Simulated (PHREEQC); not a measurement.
A solution holds 0.033 mol/kgw CaCl2, 1.2e-05 mol/kgw CO2 and 8.4e-05 mol/kgw MgSO4, at 25 °C. Closed to the air; pH follows from the charge balance.

Computed with PHREEQC (ion-association model, phreeqc.dat).

No solid was allowed to form.

**Question.** Order these S species by the share of S that they hold, largest first: CaSO4, MgSO4, SO4-2.

**Answer.** SO4-2 (54 %), CaSO4 (46 %), MgSO4 (0.16 %)

**Question.** Order these C species by the share of C that they hold, largest first: CO2, CaHCO3+, HCO3-.

**Answer.** CO2 (77 %), HCO3- (20 %), CaHCO3+ (3.2 %)

The pH is 5.64 and the ionic strength 0.0992 mol/kgw.
